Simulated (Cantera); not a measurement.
## Diamond growth

A diamond (100) surface in a fixed gas of H2 with x(CH4) = 0.009, x(CH3) = 0.00017, at 923 K, 12.8 Torr; coverages are run to steady state.

Computed with Cantera and the Harris–Goodwin 1993 mechanism for the reconstructed diamond (100) surface.

| x(H) | growth (µm/h) | θ c6HH | θ c6H* | θ c6*H | θ c6** | θ c6HM |
|---|---|---|---|---|---|---|
| 0.0001 | 0.279 | 0.384 | 0.00644 | 0.167 | 0.00159 | 0.347 |
| 0.00021 | 0.455 | 0.446 | 0.00775 | 0.201 | 0.00250 | 0.270 |
| 0.00044 | 0.646 | 0.517 | 0.00916 | 0.237 | 0.00346 | 0.183 |
| 0.00091 | 0.804 | 0.578 | 0.0103 | 0.268 | 0.00424 | 0.110 |
| 0.0019 | 0.912 | 0.620 | 0.0111 | 0.288 | 0.00477 | 0.0599 |
| 0.004 | 0.976 | 0.644 | 0.0116 | 0.301 | 0.00508 | 0.0304 |
| 0.0082 | 1.01 | 0.657 | 0.0119 | 0.307 | 0.00524 | 0.0153 |
| 0.017 | 1.03 | 0.663 | 0.0120 | 0.310 | 0.00533 | 0.00752 |
| 0.036 | 1.03 | 0.666 | 0.0121 | 0.312 | 0.00537 | 0.00358 |
θ: site fractions in the mechanism's names (c6HH fully hydrogenated, c6H* and c6*H radical sites, c6** diradical, c6HM methylated).
